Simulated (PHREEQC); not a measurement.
Make-up at 45 °C: 0.21 mol ZnSO4, 0.0088 mol NaOH and 0.00023 mol HCl per kg of water. Closed to the air; pH follows from the charge balance.

All values are PHREEQC results (ion-association model, wateq4f.dat), not measurements.

This is a speciation only: nothing precipitates in the calculation.

Task: What pH, ionic strength does the model give?

Result: pH 7.70; ionic strength 0.379 mol/kgw.

Task: In which forms is Na present?

Result: Na+ 93 %, NaSO4- 7.4 % of the Na.

Examples of supersaturated solids here: Zincite(c) (slow to form). Others may be too. Species that the database lacks are ignored. At this temperature some constants are extrapolated from 25 °C, and those without enthalpy data are left unchanged.
